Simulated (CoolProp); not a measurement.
Saturation properties of CHF3 (R23).

Values from CoolProp's reference Helmholtz-energy equation of state, Penoncello 2003.

```json
[
 {"T (K)": "206.2", "p (kPa)": "225.2", "liquid density (kg/m³)": "1387", "vapour density (kg/m³)": "9.901", "liquid cp (kJ/(kg K))": "1.270"},
 {"T (K)": "212.5", "p (kPa)": "302.8", "liquid density (kg/m³)": "1361", "vapour density (kg/m³)": "13.13", "liquid cp (kJ/(kg K))": "1.288"},
 {"T (K)": "218.7", "p (kPa)": "397.8", "liquid density (kg/m³)": "1335", "vapour density (kg/m³)": "17.06", "liquid cp (kJ/(kg K))": "1.308"},
 {"T (K)": "224.9", "p (kPa)": "514.0", "liquid density (kg/m³)": "1308", "vapour density (kg/m³)": "21.89", "liquid cp (kJ/(kg K))": "1.332"},
 {"T (K)": "231.1", "p (kPa)": "654.3", "liquid density (kg/m³)": "1279", "vapour density (kg/m³)": "27.77", "liquid cp (kJ/(kg K))": "1.360"},
 {"T (K)": "237.3", "p (kPa)": "821.7", "liquid density (kg/m³)": "1250", "vapour density (kg/m³)": "34.88", "liquid cp (kJ/(kg K))": "1.394"},
 {"T (K)": "243.5", "p (kPa)": "1019", "liquid density (kg/m³)": "1219", "vapour density (kg/m³)": "43.48", "liquid cp (kJ/(kg K))": "1.434"},
 {"T (K)": "249.7", "p (kPa)": "1251", "liquid density (kg/m³)": "1186", "vapour density (kg/m³)": "53.86", "liquid cp (kJ/(kg K))": "1.484"},
 {"T (K)": "255.9", "p (kPa)": "1519", "liquid density (kg/m³)": "1151", "vapour density (kg/m³)": "66.43", "liquid cp (kJ/(kg K))": "1.546"},
 {"T (K)": "262.1", "p (kPa)": "1829", "liquid density (kg/m³)": "1113", "vapour density (kg/m³)": "81.75", "liquid cp (kJ/(kg K))": "1.627"}
]
```

It boils at 191.1 K under 1 atm.
